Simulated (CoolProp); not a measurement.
Methane along the isobar 6.23 MPa: Z from the reference equation and from simpler models built on Tc = 190.6 K, pc = 4.599 MPa, ω = 0.011; each cubic takes its own stable root.

The numbers come from the reference Helmholtz-energy equation of state, Setzmann 1991 in CoolProp.

```json
[
 {"T (K)": "178.9", "phase": "liquid", "reference": "0.2200"},
 {"T (K)": "202.1", "phase": "supercritical", "reference": "0.3794"},
 {"T (K)": "225.2", "phase": "supercritical", "reference": "0.6801"},
 {"T (K)": "248.4", "phase": "supercritical", "reference": "0.7898"},
 {"T (K)": "271.5", "phase": "supercritical", "reference": "0.8528"},
 {"T (K)": "294.7", "phase": "supercritical", "reference": "0.8942"},
 {"T (K)": "317.9", "phase": "supercritical", "reference": "0.9231"},
 {"T (K)": "341", "phase": "supercritical", "reference": "0.9440"},
 {"T (K)": "364.2", "phase": "supercritical", "reference": "0.9597"},
 {"T (K)": "387.3", "phase": "supercritical", "reference": "0.9716"},
 {"T (K)": "410.5", "phase": "supercritical", "reference": "0.9810"},
 {"T (K)": "433.7", "phase": "supercritical", "reference": "0.9883"}
]
```

Task: How far does each simpler model (van der Waals, Redlich-Kwong, Soave-Redlich-Kwong) lie from the reference over these 12 states: mean and median of the absolute difference, and the worst?

Result: 
- van der Waals: mean 5.8 %, median 2.7 %, worst +40.0 % at 178.9 K and 6.23 MPa
- Redlich-Kwong: mean 1.6 %, median 0.4 %, worst +8.2 % at 178.9 K and 6.23 MPa
- Soave-Redlich-Kwong: mean 2.0 %, median 0.7 %, worst +8.4 % at 178.9 K and 6.23 MPa
